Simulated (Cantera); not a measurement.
A Cantera script and its output.

```python
import numpy as np
import cantera as ct

gas = ct.Solution("gri30.yaml")


def delay(T, t_max=10):
    gas.TPX = T, 43000, {'CH4': 1, 'O2': 2, 'N2': 7.52}
    reactor = ct.IdealGasReactor(gas, clone=False)
    net = ct.ReactorNet([reactor])
    net.rtol, net.atol = 1e-8, 1e-16
    while net.time < t_max:
        t_old, T_old = net.time, reactor.T
        net.step()
        if reactor.T > T + 400:  # ignition: a rise of 400 K
            return t_old + (T + 400 - T_old) / (reactor.T - T_old) * (net.time - t_old)
    return np.nan


taus = []
for T in [1300, 1350, 1400, 1450, 1500, 1550]:
    taus.append(delay(T))
    print(f"T0 = {T:6g} K   tau = {taus[-1]:.4e} s")
```

Result:

```
T0 =   1300 K   tau = 2.1224e-02 s
T0 =   1350 K   tau = 1.1156e-02 s
T0 =   1400 K   tau = 6.1347e-03 s
T0 =   1450 K   tau = 3.5376e-03 s
T0 =   1500 K   tau = 2.1404e-03 s
T0 =   1550 K   tau = 1.3554e-03 s
```

Computed with Cantera and GRI-Mech 3.0 (53 species, 325 reactions).
